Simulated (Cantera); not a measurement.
Feed: 1 mol SiH2Cl2, 360 mol H2, at 1575 K and 1.70 bar.

Method: chemical equilibrium by Gibbs-energy minimisation in Cantera with the NASA 1993 tables (ideal gas, pure condensed phases). Candidate condensed phases: Si; 19 gas species. Kinetics and transport are ignored.

Base state: H2 0.995, HCl 0.00532, SiCl2 9.64e-5, H 3.18e-5 (mole fractions); condensed: Si(s).

Task: What changes in the equilibrium state with this change: SiH2Cl2 replaced by SiHCl3?

Result: 
```
species      before     after
----------  -------  --------
H2            0.995     0.992
HCl         0.00532   0.00783
SiCl2       9.64e-5  0.000210
H           3.18e-5   3.17e-5
Si(s), mol    0.960     0.915
```
